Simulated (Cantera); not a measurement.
Feed: 1 mol Ta2O5, 1.1 mol CH4, 1.5 mol CO, at 2398 K and 0.210 bar.

Cantera equilibrium calculation (NASA polynomials, part measured and part estimated; ideal gas, pure solids and liquids). Candidate condensed phases: C, C6H6, C7H8, C8H18, H2O, Ta, TaC, Ta2O5; 113 gas species. Mutual solubility and eutectic melting of coexisting phases are not modelled. Condensed phases not in the tables: Ta2C, N, O or C dissolved in the metal. Equilibrium is a limit: real reactors are often held back by kinetics, nucleation or transport.

Base state: CO 0.534, H2 0.438, H 0.0228, H2O 0.00273, TaO2 0.00100, CO2 0.000563, TaO 0.000235, OH 2.59e-5 (mole fractions); condensed: Ta(s) + Ta2O5(l).

**Question.** What changes in the equilibrium state with this change: pressure from 0.210 bar to 0.00110 bar?

**Answer.** 
```csv
species,before,after
CO,0.534,0.361
H,0.0228,0.212
H2,0.438,0.198
TaO2,0.00100,0.186
TaO,0.000235,0.0412
O,9.03e-7,0.000182
OH,2.59e-5,0.000255
H2O,0.00273,0.00130
"Ta(s), mol",0.445,0
"Ta2O5(l), mol",0.775,0.182
```

**Question.** What changes in the equilibrium state with this change: temperature from 2398 K to 2348 K?

**Answer.** 
```json
[
 {"species": "CO", "before": "0.534", "after": "0.536"},
 {"species": "H2", "before": "0.438", "after": "0.442"},
 {"species": "H", "before": "0.0228", "after": "0.0179"},
 {"species": "TaO2", "before": "0.00100", "after": "0.000579"},
 {"species": "TaO", "before": "0.000235", "after": "0.000132"},
 {"species": "OH", "before": "2.59e-5", "after": "1.69e-5"},
 {"species": "H2O", "before": "0.00273", "after": "0.00243"},
 {"species": "CO2", "before": "0.000563", "after": "0.000512"},
 {"species": "Ta(s), mol", "before": "0.445", "after": "0.445"},
 {"species": "Ta2O5(l), mol", "before": "0.775", "after": "0.776"}
]
```
